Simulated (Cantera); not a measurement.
Feed: 1 mol SiF4, 21 mol N2, equilibrated at 1850 K and 44.3 Torr.

Method: chemical equilibrium by Gibbs-energy minimisation in Cantera with the NASA 1993 tables (ideal gas, pure condensed phases). Candidate condensed phases: Si, Si3N4; 16 gas species. The tables' values for SiF3 are old estimates; treat these amounts as uncertain. Rates play no part.

Base state: N2 0.955, SiF4 0.0454, F 3.51e-5, SiF3 3.51e-5 (mole fractions); condensed: gas only.

Task: What changes in the equilibrium state with this change: 0.031 mol NH3 added?

Result: 
| species | before | after |
|---|---|---|
| N2 | 0.955 | 0.951 |
| SiF4 | 0.0454 | 0.0413 |
| HF | 0 | 0.00410 |
| H2 | 0 | 4.45e-5 |
| H | 0 | 1.48e-5 |
| SiF2 | 9.36e-9 | 0.000124 |
The tables' values for SiF3, SiF2 are old estimates; treat these amounts as uncertain.
